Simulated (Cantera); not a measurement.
A closed system holds: 1 mol K₂CO₃, 0.39 mol C, 4.1 mol O₂, equilibrated at 1600 K.

Cantera equilibrium calculation (NASA polynomials, part measured and part estimated; ideal gas, pure solids and liquids). Candidate condensed phases: C, K, KO₂, K₂CO₃, K₂O, K₂O₂; 15 gas species. The numbers say what is thermodynamically allowed, not how fast it happens.

Task: What share of the K ends up in condensed phases as a function of P (Pa), at 10, 100, 1000, 10000, 100000, 1000000?

Result: 
| P (Pa) | K condensed (%) | as |
|---|---|---|
| 10 | 0.0 | - |
| 100 | 0.0 | - |
| 1000 | 0.0 | - |
| 10000 | 94.6 | K₂CO₃(l) |
| 100000 | 99.9 | K₂CO₃(l) |
| 1000000 | 100.0 | K₂CO₃(l) |
